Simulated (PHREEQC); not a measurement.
Make-up at 50 °C: 23 mmol/kgw H3AsO4 and 160 mmol/kgw NaCl. Closed to the air; pH follows from the charge balance.

The numbers come from PHREEQC with the ion-association model, wateq4f.dat.

```json
[
 {"quantity": "pH", "before": "2.11", "after": "8.68"},
 {"quantity": "ionic strength (mol/kgw)", "before": "0.170", "after": "0.229"},
 {"quantity": "H3AsO4 (mol/kgw)", "before": "0.0133", "after": "8.71e-11"},
 {"quantity": "H2AsO4- (mol/kgw)", "before": "0.00969", "after": "0.000241"},
 {"quantity": "HAsO4-2 (mol/kgw)", "before": "2.34e-7", "after": "0.0226"},
 {"quantity": "SI of Halite (NaCl)", "before": "-3.50", "after": "-3.42"}
]
```

Problem. Which change was made?
A) diluted 100-fold with water
B) H3AsO4 replaced by Na2HAsO4 at the same molality
C) 0.02 mol/kgw Ca(OH)2 added
D) NaCl from 0.16 to 0.32 mol/kgw

Solution. B, H3AsO4 replaced by Na2HAsO4 at the same molality

Precipitation was switched off in this run. Away from 25 °C the constants follow the database's enthalpies or fits; those with neither stay at their 25 °C values.
